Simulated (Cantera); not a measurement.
Cantera with NASA thermochemical tables; ideal gases at 1 bar, condensed phases pure. Values are per mole of reaction as written; species without (g) are pure solids or liquids, kept so even where they would boil at 1 bar.

Task: Between 300 and 2973 K, where is each reaction favourable under standard conditions?
- 6 CuF2(g) + O3(g) = 6 F2(g) + 3 Cu2O

Result: 
- 6 CuF2(g) + O3(g) = 6 F2(g) + 3 Cu2O: ΔG° is 1052 kJ at 300 K and 1515 kJ at 2973 K; it stays positive (K < 1). ΔH° is 1373 kJ and ΔS° -48 J/K at 2973 K.
